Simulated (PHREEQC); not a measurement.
A PHREEQC input (ion-association model, phreeqc.dat):

```
SOLUTION 1
  temp 26
  units mg/L
  pH 7.14 charge
  pe 12.3
  Na 39.6
  K 0.513
  Ca 456
  Mg 45.4
  Cl 104
  S(6) 806 as SO4
  Alkalinity 556 as HCO3
  Sr 11.2
  Ba 2.75
END
USE solution 1
EQUILIBRIUM_PHASES 1
  Gypsum 0 0
  CO2(g) -2.5 10
END
```

It stops with these messages:

```
ERROR: pH adustment cannot attain charge balance when alkalinity is fixed.
ERROR: Program terminating due to input errors.
```

The fault: pH asked from the charge balance while alkalinity is fixed. The line should read `pH 7.14` where the input has `pH 7.14 charge`. With the mend the run ends at pH 8.14 and ionic strength 0.0379 mol/kgw.
